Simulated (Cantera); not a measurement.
A closed system holds: 1 mol Si2Cl6, 90 mol H2, held at 180 Pa.

Equilibrium computed with Cantera from the NASA thermochemical tables; the gas is ideal and each condensed phase is pure. Candidate condensed phases: Si; 19 gas species. The feed counts by its element totals alone. The tables' values for SiCl3 are old estimates; treat these amounts as uncertain. Rates play no part.

x: gas mole fraction; n: condensed amount in mol.

```
T (K)   x H2   x HCl  x SiCl2   x SiCl4  x SiHCl3   x SiCl3  n Si(s)
-----  -----  ------  -------  --------  --------  --------  -------
1000   0.961  0.0292  0.00150   0.00658   0.00153  0.000639     1.05
1050   0.953     [?]      [?]       [?]       [?]  0.000783      [?]
1100   0.948  0.0450  0.00435   0.00177  0.000549  0.000744     1.31
1150   0.944  0.0486  0.00550  0.000637  0.000252  0.000566     1.35
1200   0.943  0.0498  0.00621  0.000209  0.000108  0.000384     1.36
1250   0.943  0.0500  0.00667   6.92e-5   4.64e-5  0.000254     1.34
1300   0.943  0.0498  0.00702   2.43e-5   2.09e-5  0.000169     1.33
1350   0.943  0.0495  0.00730   9.11e-6   9.94e-6  0.000116     1.31
1400   0.943  0.0491  0.00755       [?]       [?]   8.06e-5     1.29
1450   0.943  0.0488  0.00777   1.56e-6   2.60e-6   5.76e-5     1.27
```

Problem. Complete the blanks.

Solution. 
- 1400, x SiCl4: 3.65e-6
- 1400, x SiHCl3: 4.96e-6
- 1050, x HCl: 0.0381
- 1050, x SiCl2: 0.00285
- 1050, x SiCl4: 0.00390
- 1050, x SiHCl3: 0.00101
- 1050, n Si(s): 1.21
